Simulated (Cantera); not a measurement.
A closed system holds: 1 mol CH3F, 0.038 mol H2, at 2102 °C and 1.33 mbar.

Method: chemical equilibrium by Gibbs-energy minimisation in Cantera with the NASA 1993 tables (ideal gas, pure condensed phases). Candidate condensed phases: C, C6H6, C7H8, C8H18; 95 gas species. The numbers say what is thermodynamically allowed, not how fast it happens.

Base state: HF 0.435, H2 0.338, H 0.224, C2H2 (acetylene) 0.00210, F 0.000429, C2H 7.57e-5, C3 4.80e-5, C 2.04e-5 (mole fractions); condensed: C(graphite).

Task: What changes in the equilibrium state with this change: pressure from 1.33 mbar to 0.133 bar?

Result: 
```
species             before    after
----------------  --------  -------
H2                   0.338    0.486
HF                   0.435    0.484
H                    0.224   0.0269
C                  2.04e-5  2.04e-7
C3                 4.80e-5  4.80e-7
F                 0.000429  3.98e-5
C2H                7.57e-5  9.07e-6
C2H2 (acetylene)   0.00210  0.00302
C(graphite), mol     0.990    0.987
```

Task: What changes in the equilibrium state with this change: temperature from 2102 °C to 575 °C?

Result: 
```json
[
 {"species": "H2", "before": "0.338", "after": "0.509"},
 {"species": "HF", "before": "0.435", "after": "0.491"},
 {"species": "CH4", "before": "2.83e-8", "after": "0.000221"},
 {"species": "H", "before": "0.224", "after": "<1e-9"},
 {"species": "C2H2 (acetylene)", "before": "0.00210", "after": "<1e-9"},
 {"species": "F", "before": "0.000429", "after": "<1e-9"},
 {"species": "C(graphite), mol", "before": "0.990", "after": "1.000"}
]
```

Task: What changes in the equilibrium state with this change: pressure from 1.33 mbar to 3.10 Pa?

Result: 
| species | before | after |
|---|---|---|
| H | 0.224 | 0.600 |
| HF | 0.435 | 0.335 |
| H2 | 0.338 | 0.0560 |
| C | 2.04e-5 | 0.000879 |
| C3 | 4.80e-5 | 0.00206 |
| C2 | 4.32e-6 | 0.000186 |
| F | 0.000429 | 0.00532 |
| C(graphite), mol | 0.990 | 0.975 |
